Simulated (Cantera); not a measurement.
Input: 1 mol Si3N4, 9.9 mol N2, at 1000 Pa.

Equilibrium computed with Cantera from the NASA thermochemical tables; the gas is ideal and each condensed phase is pure. Candidate condensed phases: Si, Si3N4; 7 gas species. Equilibrium is a limit: real reactors are often held back by kinetics, nucleation or transport.

Q: Which condensed phases are stable at each of these points (T (K)): 1750, 1850, 1950, 2050, 2150, 2250, 2350, 2450, 2550, 2650?

A: 
```
T (K)  condensed phases  Si condensed (%)
-----  ----------------  ----------------
1750           Si3N4(s)             100.0
1850              Si(l)              99.7
1950              Si(l)              98.9
2050              Si(l)              96.6
2150              Si(l)              90.0
2250              Si(l)              72.7
2350              Si(l)              27.1
2450           gas only               0.0
2550           gas only               0.0
2650           gas only               0.0
```

At 1750 K the condensed part is Si3N4(s). From 1850 K to 2350 K the condensed part is Si(l). From 2450 K to 2650 K nothing is condensed.
